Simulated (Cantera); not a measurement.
Input: 1 mol SiH2Cl2, 0.39 mol NH3, 13 mol H2, at 0.133 bar.

Cantera equilibrium calculation (NASA polynomials, part measured and part estimated; ideal gas, pure solids and liquids). Candidate condensed phases: NH4Cl, Si, Si3N4; 28 gas species. Mutual solubility and eutectic melting of coexisting phases are not modelled. The tables' values for SiCl3, SiCl are old estimates; treat these amounts as uncertain. Gases not in the tables: Si2H6 and higher silanes. Kinetics and transport are ignored.

log p: log10 of the partial pressure in bar; n: condensed amount in mol.

```json
[
 {"T (K)": "1598", "log p H2": "-0.92", "log p HCl": "-1.98", "log p SiCl2": "-2.51", "log p N2": "-3.54", "n Si(s)": "0.375", "n Si3N4(s)": "0.0806", "n Si(l)": "0"},
 {"T (K)": "1623", "log p H2": "-0.92", "log p HCl": "-1.99", "log p SiCl2": "-2.50", "log p N2": "-3.35", "n Si(s)": "0.400", "n Si3N4(s)": "0.0716", "n Si(l)": "0"},
 {"T (K)": "1648", "log p H2": "-0.92", "log p HCl": "-1.99", "log p SiCl2": "-2.50", "log p N2": "___", "n Si(s)": "___", "n Si3N4(s)": "___", "n Si(l)": "0"},
 {"T (K)": "1673", "log p H2": "-0.93", "log p HCl": "-1.99", "log p SiCl2": "-2.50", "log p N2": "-3.00", "n Si(s)": "0.494", "n Si3N4(s)": "0.0389", "n Si(l)": "0"},
 {"T (K)": "1698", "log p H2": "-0.93", "log p HCl": "-1.99", "log p SiCl2": "-2.50", "log p N2": "-2.82", "n Si(s)": "0", "n Si3N4(s)": "___", "n Si(l)": "0.585"},
 {"T (K)": "1723", "log p H2": "-0.93", "log p HCl": "-1.98", "log p SiCl2": "-2.50", "log p N2": "-2.78", "n Si(s)": "0", "n Si3N4(s)": "0", "n Si(l)": "0.617"},
 {"T (K)": "1748", "log p H2": "-0.93", "log p HCl": "-1.98", "log p SiCl2": "-2.51", "log p N2": "-2.78", "n Si(s)": "0", "n Si3N4(s)": "0", "n Si(l)": "0.624"},
 {"T (K)": "1773", "log p H2": "-0.93", "log p HCl": "-1.98", "log p SiCl2": "-2.51", "log p N2": "-2.78", "n Si(s)": "0", "n Si3N4(s)": "0", "n Si(l)": "0.629"},
 {"T (K)": "1798", "log p H2": "-0.93", "log p HCl": "-1.97", "log p SiCl2": "-2.52", "log p N2": "-2.78", "n Si(s)": "0", "n Si3N4(s)": "0", "n Si(l)": "0.635"},
 {"T (K)": "1823", "log p H2": "-0.93", "log p HCl": "-1.97", "log p SiCl2": "-2.53", "log p N2": "-2.78", "n Si(s)": "0", "n Si3N4(s)": "0", "n Si(l)": "0.641"}
]
```

Problem. Some entries are withheld; supply them.

Solution. 
- 1698, n Si3N4(s): 0.00863
- 1648, log p N2: -3.18
- 1648, n Si(s): 0.438
- 1648, n Si3N4(s): 0.0583
